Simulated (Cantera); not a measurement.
Input: 1 mol TEOS, 19 mol CO2, equilibrated at 0.150 bar.

Method: chemical equilibrium by Gibbs-energy minimisation in Cantera with the NASA 1993 tables (ideal gas, pure condensed phases). Candidate condensed phases: C, C6H6, C7H8, C8H18, H2O, Si, SiC, SiO2; 123 gas species. The feed counts by its element totals alone. The tables hold silica as quartz up to 1696 K and as liquid above; real silica turns to tridymite and cristobalite and melts near 1996 K. Gases not in the tables: Si(OH)4. Kinetics and transport are ignored.

Task: Which condensed phases are stable at each of these points (T (K)): 525, 625, 725, 825, 925, 1025, 1125, 1225, 1325, 1425, 1525, 1625, 1725, 1825?

Result: 
| T (K) | condensed phases | Si condensed (%) |
|---|---|---|
| 525 | C(graphite) + SiO2(α-quartz) | 100.0 |
| 625 | C(graphite) + SiO2(α-quartz) | 100.0 |
| 725 | C(graphite) + SiO2(α-quartz) | 100.0 |
| 825 | C(graphite) + SiO2(α-quartz) | 100.0 |
| 925 | SiO2(β-quartz) | 100.0 |
| 1025 | SiO2(β-quartz) | 100.0 |
| 1125 | SiO2(β-quartz) | 100.0 |
| 1225 | SiO2(β-quartz) | 100.0 |
| 1325 | SiO2(β-quartz) | 100.0 |
| 1425 | SiO2(β-quartz) | 100.0 |
| 1525 | SiO2(β-quartz) | 100.0 |
| 1625 | SiO2(β-quartz) | 100.0 |
| 1725 | SiO2(condensed) | 100.0 |
| 1825 | SiO2(condensed) | 99.9 |

From 525 K to 825 K the condensed part is C(graphite) + SiO2(α-quartz). From 925 K to 1625 K the condensed part is SiO2(β-quartz). From 1725 K to 1825 K the condensed part is SiO2(condensed).
